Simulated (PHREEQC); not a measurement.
Dissolve 0.0067 mol H2SO4 and 0.002 mol CO2 per kg of water at 60 °C. Closed to the air; pH follows from the charge balance.

Model: Pitzer model, pitzer.dat, run in PHREEQC.

### Question
The ionic strength comes out as 0.0121 mol/kgw. What activity coefficients do H+, SO4-2, HSO4- get?

### Answer
H+ 0.88, SO4-2 0.60, HSO4- 0.89. Single-ion values are on the MacInnes scale.

No solid was allowed to form. Species that the database lacks are ignored. Constants without temperature data keep their 25 °C values here.
